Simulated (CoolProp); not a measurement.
R134a along the isotherm 392.5 K: Z from the reference equation and from simpler models built on Tc = 374.2 K, pc = 4.059 MPa, ω = 0.327; each cubic takes its own stable root.

Computed with CoolProp (reference Helmholtz-energy equation of state, Tillner-Roth 1994).

| p (MPa) | phase | reference |
|---|---|---|
| 1.56 | gas | 0.8766 |
| 3.12 | gas | 0.7261 |
| 4.68 | supercritical | 0.5157 |
| 6.25 | supercritical | 0.3022 |
| 7.81 | supercritical | 0.3149 |
| 9.37 | supercritical | 0.3501 |
| 10.9 | supercritical | 0.3884 |
| 12.5 | supercritical | 0.4296 |
| 14.1 | supercritical | 0.4710 |
| 15.6 | supercritical | 0.5097 |
| 17.2 | supercritical | 0.5508 |
| 18.7 | supercritical | 0.5891 |
| 20.3 | supercritical | 0.6297 |

Question: How far does each simpler model (Redlich-Kwong, Peng-Robinson) lie from the reference over these 13 states: mean and median of the absolute difference, and the worst?

Answer: 
- Redlich-Kwong: mean 11.7 %, median 14.0 %, worst +18.0 % at 392.5 K and 7.81 MPa
- Peng-Robinson: mean 6.0 %, median 4.8 %, worst +15.8 % at 392.5 K and 6.25 MPa
